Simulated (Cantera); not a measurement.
Input: 1 mol SiHCl₃, 0.66 mol C₂H₂, 1300 mol H₂, equilibrated at 0.280 bar.

Equilibrium computed with Cantera from the NASA thermochemical tables; the gas is ideal and each condensed phase is pure. Candidate condensed phases: C, C₆H₆, C₇H₈, C₈H₁₈, Si, SiC; 109 gas species. Gases not in the tables: Si₂H₆ and higher silanes. The numbers say what is thermodynamically allowed, not how fast it happens.

Task: Which condensed phases are stable at each of these points (T (K)): 2173, 2198, 2223, 2248, 2273, 2298, 2323, 2348, 2373, 2398?

Result: 
```
T (K)  condensed phases  Si condensed (%)
-----  ----------------  ----------------
2173             SiC(s)              42.9
2198             SiC(s)              24.6
2223             SiC(s)               1.3
2248           gas only               0.0
2273           gas only               0.0
2298           gas only               0.0
2323           gas only               0.0
2348           gas only               0.0
2373           gas only               0.0
2398           gas only               0.0
```

From 2173 K to 2223 K the condensed part is SiC(s). From 2248 K to 2398 K nothing is condensed.
